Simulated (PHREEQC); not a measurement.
Synthetic water in mmol/kgw, 20 °C, pH 7, pe 12.8: Na 259; K 9.27; Ca 32.5; Mg 19.1; Cl 332; S(6) 21.1; Alkalinity (meq/kgw) 0.8; Li 1.12; Cd 10.8; Si 0.791.

Cl is adjusted to close the charge balance.
Valence states are taken as typed.

Equilibrium calculation in PHREEQC: ion-association model, wateq4f.dat.

The ionic strength comes out as 0.422 mol/kgw. What activity coefficients do H3SiO4-, Cd+2, Mg+2, MgHCO3+, LiSO4- get?

H3SiO4- 0.67, Cd+2 0.29, Mg+2 0.30, MgHCO3+ 0.67, LiSO4- 0.69.

No solid was allowed to form. Saturation is exceeded, for instance for Otavite, Quartz (slow to form); the values hold only as long as no solid forms.
